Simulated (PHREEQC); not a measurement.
Dissolve 0.0059 mol/kgw LiCl, 0.00095 mol/kgw Na2B4O7 and 9.2e-05 mol/kgw H4SiO4 at 25 °C. It is in equilibrium with CO2 at log p = -1 (atm). Otherwise closed; pH follows from the charge balance.

The numbers come from PHREEQC with the ion-association model, wateq4f.dat.

```csv
quantity,before,after
pH,6.06,5.96
ionic strength (mol/kgw),0.00780,0.00798
HCO3- (mol/kgw),0.00190,0.00153
NaHCO3 (mol/kgw),1.69e-6,1.36e-6
CO3-2 (mol/kgw),1.33e-7,8.69e-8
H3SiO4- (mol/kgw),1.71e-8,1.38e-8
SI of Quartz (SiO2),-0.05,-0.05
```

Problem. Which change was made?
(A) temperature from 25 to 30 °C
(B) 8.4e-05 mol/kgw KOH added
(C) H4SiO4 replaced by (NH4)2SiF6 at the same molality
(D) LiCl from 0.0059 to 0.00295 mol/kgw
(E) Na2B4O7 replaced by NaHS at the same molality

Solution. C, H4SiO4 replaced by (NH4)2SiF6 at the same molality

This is a speciation only: nothing precipitates in the calculation. SiF6-2 is the database's only silicon fluoride. Real BF4- forms and hydrolyses slowly; the run takes it at equilibrium.
